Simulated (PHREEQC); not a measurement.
## Ultrapure water in contact with air or piping (model solution)

A made-up water analysis in mg/L, 25 °C, pH 6.03, pe 11.2: Na 0.0963; K 0.0274; Ca 0.217; Mg 0.018; Cl 0.207; S(6) as SO4 0.176; Alkalinity as HCO3 0.46; Si as SiO2 0.00831; B 0.0038; F 0.00227.

Valence states are taken as typed.

Model: ion-association model, phreeqc.dat, run in PHREEQC.

Precipitation was switched off in this run.

Task: What charge-balance error does the model give?

Result: charge-balance error 0.1 %.

Task: In which forms is C present?

Result: CO2 68 %, HCO3- 32 % of the C.

Complexes and solids missing from the database can't appear. SiF6-2 is the database's only silicon fluoride. Real BF4- forms and hydrolyses slowly; the run takes it at equilibrium.
